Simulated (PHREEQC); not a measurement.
2.6 g of hydrous ferric oxide (600 m²/g; 0.2 weak and 0.005 strong sites per Fe, Dzombak-Morel constants, diffuse double layer) in 1 kg of water with 0.01 mol/kgw of an inert sodium salt and 2.7e-05 mol/kgw Ag2SO4 and 0.011 mol/kgw SrCl2, at 25 °C; the pH is set by adding NaOH or the inert anion's acid. O2 is buffered at 0.21 atm. CO2 from the air is kept out. Precipitation was switched off in this run.

The numbers come from PHREEQC with the ion-association model, wateq4f.dat.

```tsv
pH	S sorbed (%)	Ag sorbed (%)	Sr sorbed (%)	surface charge σ (C/m²)
4	99.9	0.0	0.0	0.287
4.38	99.9	0.0	0.0	0.245
4.75	99.8	0.1	0.0	0.202
5.12	99.6	0.2	0.0	0.161
5.5	99.0	0.5	0.0	0.124
5.88	97.0	1.2	0.1	0.093
6.25	91.4	2.3	0.3	0.069
6.62	77.0	3.5	0.7	0.050
7.38	19.8	3.1	1.5	0.022
7.75	6.2	2.9	2.5	0.012
8.12	2.1	3.9	5.4	0.006
8.5	1.0	6.5	10.9	0.002
8.88	0.5	10.7	16.9	0.001
9.25	0.3	16.5	21.5	0.001
9.62	0.1	25.2	24.5	0.000
10	0.0	38.4	26.6	0.000
```

Along this series the solution becomes supersaturated in solids that the run did not let form, among them Cerargyrite. Species that the database lacks are ignored.
